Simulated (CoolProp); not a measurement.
Vapour-liquid equilibrium of R22 (1) + R11 (2) at 316.4 K; x and y are mole fractions of (1).

The numbers come from the multi-fluid Helmholtz-energy mixture model, Kamei 1995 and Jacobsen 1992; pair parameters Bell 2016 in CoolProp.

| x | bubble pressure (MPa) | y at the bubble point | dew pressure at overall composition x (MPa) | liquid density (mol/L) |
|---|---|---|---|---|
| 0.05 | 0.2928 | 0.354 | 0.2028 | 10.54 |
| 0.125 | 0.4296 | 0.576 | 0.2195 | 10.71 |
| 0.2 | 0.5532 | 0.684 | 0.2391 | 10.89 |
| 0.275 | 0.6663 | 0.750 | 0.2626 | 11.07 |
| 0.35 | 0.7714 | 0.796 | 0.2910 | 11.25 |
| 0.425 | 0.8711 | 0.831 | 0.3261 | 11.43 |
| 0.5 | 0.9672 | 0.859 | 0.3707 | 11.62 |
| 0.575 | 1.062 | 0.883 | 0.4288 | 11.80 |
| 0.65 | 1.157 | 0.905 | 0.5074 | 11.99 |
| 0.725 | 1.255 | 0.926 | 0.6183 | 12.18 |
| 0.8 | 1.356 | 0.945 | 0.7821 | 12.37 |
| 0.875 | 1.463 | 0.965 | 1.029 | 12.57 |
| 0.95 | 1.577 | 0.986 | 1.380 | 12.76 |

No azeotrope shows between x = 0.05 and 0.95.

The pair parameters rest on a limited set of measurements; away from them the model extrapolates. The gap from Raoult's law changes sign with composition, which may be real or a fault of the pair parameters; it wasn't checked against measurements.
